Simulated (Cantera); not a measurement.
Charge: 1 mol ZrN, 1.6 mol H2, at 2473 K and 7.70 bar.

Cantera equilibrium calculation (NASA polynomials, part measured and part estimated; ideal gas, pure solids and liquids). Candidate condensed phases: Zr, ZrN; 11 gas species. ZrN: taken at fixed stoichiometry. Kinetics and transport are ignored.

Base state: H2 0.992, H 0.00800 (mole fractions); condensed: ZrN(s).

Question: What changes in the equilibrium state with this change: ZrN replaced by Si3N4?

Answer: 
```json
[
 {"species": "N2", "before": "2.02e-7", "after": "0.554"},
 {"species": "H2", "before": "0.992", "after": "0.440"},
 {"species": "H", "before": "0.00800", "after": "0.00533"},
 {"species": "Si", "before": "0", "after": "0.000503"},
 {"species": "SiH2", "before": "0", "after": "0.000408"},
 {"species": "SiH", "before": "0", "after": "0.000255"},
 {"species": "SiN", "before": "0", "after": "0.000109"},
 {"species": "Si2N", "before": "0", "after": "9.84e-5"},
 {"species": "ZrN(s), mol", "before": "1.000", "after": "0"},
 {"species": "Si(l), mol", "before": "0", "after": "2.99"}
]
```
The tables' values for SiN are old estimates; treat these amounts as uncertain. Gases not in the tables: Si2H6 and higher silanes. Further candidate phases: Si, Si3N4.
